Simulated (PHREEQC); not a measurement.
Consider water at 20 °C with 0.034 mol MnSO4, 6.3e-05 mol CuCl2, 0.018 mol HCl and 0.0039 mol NaCl per kg of water. Closed to the air; pH follows from the charge balance.

Equilibrium calculation in PHREEQC: ion-association model, wateq4f.dat.

No solid was allowed to form.

**Question.** Order these Cu species by the share of Cu that they hold, largest first: CuCl+, CuSO4, Cu+2.

**Answer.** Cu+2 (66 %), CuSO4 (33 %), CuCl+ (1.2 %)

The pH is 2.03 and the ionic strength 0.104 mol/kgw.
